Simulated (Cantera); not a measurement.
Feed: 1 mol C2F6, 0.3 mol CH4, 0.31 mol H2, at 3.50e-5 bar.

Equilibrium computed with Cantera from the NASA thermochemical tables; the gas is ideal and each condensed phase is pure. Candidate condensed phases: C, C6H6, C7H8, C8H18; 95 gas species. The feed counts by its element totals alone. Condensed phases not in the tables: fluorocarbon polymer. Gases not in the tables: C2F6 and larger saturated fluorocarbons. Equilibrium is a limit: real reactors are often held back by kinetics, nucleation or transport.

x: gas mole fraction; n: condensed amount in mol.

```
T (°C)   x HF  x CF4         x F       x CF2       x CF3        x CF         x H  n C(graphite)
------  -----  -----  ----------  ----------  ----------  ----------  ----------  -------------
625     0.635  0.365    1.41e-10     1.16e-9    9.12e-10      <1e-12      <1e-12           1.25
775     0.635  0.365     6.00e-8     2.62e-7     7.29e-8      <1e-12    4.69e-12           1.25
925     0.635  0.365  (withheld)  (withheld)  (withheld)  (withheld)  (withheld)           1.25
1075    0.635  0.364  (withheld)  (withheld)  (withheld)  (withheld)  (withheld)           1.25
1225    0.632  0.360     0.00325     0.00421    0.000185     5.25e-7     4.45e-8           1.25
1375    0.610  0.326      0.0320      0.0307    0.000899     1.77e-5     3.13e-7           1.23
1525    0.505  0.179       0.190       0.123     0.00227    0.000289     1.56e-6           1.20
```

**Question.** Some entries are withheld; supply them.

**Answer.** 
- 1075, x F: 0.000193
- 1075, x CF2: 0.000347
- 1075, x CF3: 2.46e-5
- 1075, x CF: 6.89e-9
- 1075, x H: 4.09e-9
- 925, x F: 5.63e-6
- 925, x CF2: 1.51e-5
- 925, x CF3: 1.93e-6
- 925, x CF: 3.01e-11
- 925, x H: 2.10e-10
